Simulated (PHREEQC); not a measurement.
A solution holds 0.11 mol Cu(NO3)2, 0.00079 mol HCl and 0.00023 mol NaCl per kg of water, at 76 °C. Closed to the air; pH follows from the charge balance.

Computed with PHREEQC (ion-association model, phreeqc.dat).

| Item | Result |
|---|---|
| pH | 3.19 |
| ionic strength | 0.330 mol/kgw |
| activity of water | 0.994 |
| specific conductance | 43200 µS/cm |
| density | 0.990 g/cm³ |
| total alkalinity | -0.790 meq/kg |

```tsv
species	molality	activity	log γ
NO3-	0.220	0.137	-0.206
Cu+2	0.110	0.0274	-0.601
H+	0.000839	0.000639	-0.118
Cl-	0.000629	0.000411	-0.185
CuCl+	0.000390	0.000256	-0.183
Na+	0.000230	0.000161	-0.154
Cu2(OH)2+2	2.41e-5	6.03e-6	-0.602
CuOH+	6.52e-7	4.27e-7	-0.183
CuCl2	8.39e-8	9.05e-8	0.033
Cu(OH)2	1.29e-9	1.39e-9	0.033
```

Precipitation was switched off in this run. Constants without temperature data keep their 25 °C values here.
